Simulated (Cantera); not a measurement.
Feed: 1 mol PbO, 0.14 mol H2, 16 mol N2, equilibrated at 13.3 mbar.

Equilibrium computed with Cantera from the NASA thermochemical tables; the gas is ideal and each condensed phase is pure. Candidate condensed phases: H2O, Pb, PbO, PbO2, Pb3O4; 27 gas species. The numbers say what is thermodynamically allowed, not how fast it happens.

Problem. Which condensed phases are stable at each of these points (T (°C)): 227, 277, 327, 377, 427, 477, 527, 577, 627, 677, 727?

Solution. 
| T (°C) | condensed phases | Pb condensed (%) |
|---|---|---|
| 227 | Pb(s) + PbO(red) | 100.0 |
| 277 | Pb(s) + PbO(red) | 100.0 |
| 327 | Pb(s) + PbO(red) | 100.0 |
| 377 | Pb(l) + PbO(red) | 100.0 |
| 427 | Pb(l) + PbO(red) | 100.0 |
| 477 | Pb(l) + PbO(red) | 100.0 |
| 527 | Pb(l) + PbO(yellow) | 100.0 |
| 577 | Pb(l) + PbO(yellow) | 100.0 |
| 627 | Pb(l) + PbO(yellow) | 99.8 |
| 677 | Pb(l) + PbO(yellow) | 99.4 |
| 727 | Pb(l) + PbO(yellow) | 98.0 |

From 227 °C to 327 °C the condensed part is Pb(s) + PbO(red). From 377 °C to 477 °C the condensed part is Pb(l) + PbO(red). From 527 °C to 727 °C the condensed part is Pb(l) + PbO(yellow).
